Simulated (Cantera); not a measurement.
Mixture: 8.53 % CH4, 18.3 % O2, 69.0 % N2, 4.18 % CO2, at 13500 Torr, adiabatic and at constant pressure. Ignition delay is the time to a rise of 400 K.

Computed with Cantera and GRI-Mech 3.0 (53 species, 325 reactions). The pressure lies above the range GRI-Mech 3.0 was tuned for (to about 10 atm).

**Question.** Predict: delay at 1173 K; delay at 1223 K; delay at 1273 K; delay at 1323 K; delay at 1373 K; delay at 1423 K; delay at 1473 K; apparent activation energy between 1373 and 1473 K.

**Answer.** 
```
Item                                                    Result
--------------------------------------------------  ----------
delay at 1173 K                                        3.49 ms
delay at 1223 K                                        1.91 ms
delay at 1273 K                                        1.08 ms
delay at 1323 K                                       0.636 ms
delay at 1373 K                                       0.382 ms
delay at 1423 K                                       0.235 ms
delay at 1473 K                                       0.147 ms
apparent activation energy between 1373 and 1473 K  160 kJ/mol
```
